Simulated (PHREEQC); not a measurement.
Dissolve 1.1 mmol/kgw HF, 0.16 mmol/kgw KF, 0.0061 mmol/kgw H4SiO4 and 0.57 mmol/kgw H2SO4 at 25 °C. Closed to the air; pH follows from the charge balance.

Model: ion-association model, wateq4f.dat, run in PHREEQC.

Each row changes one thing in this solution. Precipitation was switched off in this run.

```json
[
 {"case": "as made", "pH": "2.88", "ionic strength (mol/kgw)": "0.00204", "HF (mol/kgw)": "0.000814", "F- (mol/kgw)": "0.000439", "HSO4- (mol/kgw)": "5.61e-5", "H2F2 (mol/kgw)": "1.73e-6", "SI of Quartz (SiO2)": "-1.25"},
 {"case": "H4SiO4 from 6.1e-06 to 6.71e-06 mol/kgw", "pH": "2.88", "ionic strength (mol/kgw)": "0.00204", "HF (mol/kgw)": "0.000814", "F- (mol/kgw)": "0.000439", "HSO4- (mol/kgw)": "5.61e-5", "H2F2 (mol/kgw)": "1.73e-6", "SI of Quartz (SiO2)": "-1.20"},
 {"case": "2e-05 mol/kgw Ca(OH)2 added", "pH": "2.90", "ionic strength (mol/kgw)": "0.00206", "HF (mol/kgw)": "0.000807", "F- (mol/kgw)": "0.000446", "HSO4- (mol/kgw)": "5.47e-5", "H2F2 (mol/kgw)": "1.70e-6", "SI of Quartz (SiO2)": "-1.25"},
 {"case": "temperature from 25 to 5 °C", "pH": "2.86", "ionic strength (mol/kgw)": "0.00215", "HF (mol/kgw)": "0.000723", "F- (mol/kgw)": "0.000514", "HSO4- (mol/kgw)": "4.15e-5", "H2F2 (mol/kgw)": "2.71e-6", "SI of Quartz (SiO2)": "-1.14"},
 {"case": "KF left out", "pH": "2.86", "ionic strength (mol/kgw)": "0.00196", "HF (mol/kgw)": "0.000727", "F- (mol/kgw)": "0.000368", "HSO4- (mol/kgw)": "5.94e-5", "H2F2 (mol/kgw)": "1.38e-6", "SI of Quartz (SiO2)": "-1.24"},
 {"case": "HF left out", "pH": "3.02", "ionic strength (mol/kgw)": "0.00169", "HF (mol/kgw)": "9.26e-5", "F- (mol/kgw)": "6.73e-5", "HSO4- (mol/kgw)": "4.30e-5", "H2F2 (mol/kgw)": "2.24e-8", "SI of Quartz (SiO2)": "-1.23"}
]
```

Complexes and solids missing from the database can't appear. Away from 25 °C the constants follow the database's enthalpies or fits; those with neither stay at their 25 °C values. SiF6-2 is the database's only silicon fluoride.
